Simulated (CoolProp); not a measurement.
A single-stage vapour-compression cycle with R125: evaporating at 283.15 K (dew point), condensing at 315.15 K (bubble point), superheat 5 K, subcooling 5 K, compressor efficiency 0.7, no pressure losses. Each further row changes one setting.

Values from CoolProp's reference Helmholtz-energy equation of state, Lemmon 2005.

| case | cooling COP | pressure ratio | discharge temperature (K) | refrigerating effect (kJ/kg) | volumetric capacity (kJ/m³) |
|---|---|---|---|---|---|
| as stated | 4.84 | 2.32 | 326.5 | 92.5 | 5140 |
| evaporating temperature 288.15 K | ? | ? | 325.5 | ? | ? |
| condensing temperature 310.15 K | 6.05 | 2.06 | 320.6 | 99.7 | 5540 |
| subcooling 10 K | 5.23 | 2.32 | 326.5 | ? | 5550 |
| superheat 15 K | ? | 2.32 | ? | 102 | 5300 |
| compressor efficiency 0.6 | 4.15 | 2.32 | 329.2 | 92.5 | 5140 |

Some entries are withheld; supply them.


- evaporating temperature 288.15 K, cooling COP: 6.01
- evaporating temperature 288.15 K, pressure ratio: 2.01
- evaporating temperature 288.15 K, refrigerating effect (kJ/kg): 94.7
- evaporating temperature 288.15 K, volumetric capacity (kJ/m³): 6110
- subcooling 10 K, refrigerating effect (kJ/kg): 99.9
- superheat 15 K, cooling COP: 4.94
- superheat 15 K, discharge temperature (K): 335.8
